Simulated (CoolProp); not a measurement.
Vapour-liquid equilibrium of R1234yf (1) + R152A (2) at 6.45 °C; x and y are mole fractions of (1).

Values from CoolProp's multi-fluid Helmholtz-energy mixture model, Lemmon 2022 and Outcalt 1996; pair parameters Bell 2023.

| x | bubble pressure (kPa) | y at the bubble point | dew pressure at overall composition x (kPa) | liquid density (mol/L) |
|---|---|---|---|---|
| 0.05 | 340.7 | 0.074 | 337.5 | 14.00 |
| 0.125 | 353.0 | 0.169 | 347.4 | 13.57 |
| 0.2 | 362.9 | 0.253 | 356.8 | 13.17 |
| 0.275 | 371.0 | 0.328 | 365.5 | 12.80 |
| 0.35 | 377.5 | 0.398 | 373.2 | 12.45 |
| 0.425 | 382.6 | 0.465 | 379.7 | 12.12 |
| 0.5 | 386.7 | 0.530 | 384.9 | 11.81 |
| 0.575 | 389.7 | 0.596 | 388.8 | 11.52 |
| 0.65 | 391.7 | 0.662 | 391.4 | 11.24 |
| 0.725 | 392.9 | 0.730 | 392.8 | 10.98 |
| 0.8 | 393.3 | 0.800 | 393.3 | 10.73 |
| 0.875 | 392.9 | 0.873 | 392.9 | 10.50 |
| 0.95 | 391.9 | 0.948 | 391.9 | 10.27 |

y crosses x between x = 0.8 and 0.875: the model has an azeotrope there.

The pair parameters rest on a limited set of measurements; away from them the model extrapolates.
